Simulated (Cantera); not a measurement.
**Thermodynamics of carbon deposition, reforming and gasification, feed C6H6 + H2**

A closed system holds: 1 mol C6H6, 37 mol H2, at 3023 K and 113 Torr.

These are equilibrium values from Cantera (NASA tables, ideal gas, pure condensed phases), not measurements of a reactor. Candidate condensed phases: C, C6H6, C7H8, C8H18; 76 gas species. Equilibrium is a limit: real reactors are often held back by kinetics, nucleation or transport.

```json
{
 "x(H2)": "0.609",
 "x(H)": "0.341",
 "x(C2H2 (acetylene))": "0.0405",
 "x(C2H)": "0.00403",
 "x(C3)": "0.00265",
 "x(C4H2)": "0.00112",
 "x(C)": "0.000420",
 "x(C2)": "0.000271",
 "x(C2H2 (vinylidene))": "0.000135",
 "n(C(graphite))": "0.980 mol",
 "gas_amount": "48.55 mol"
}
```
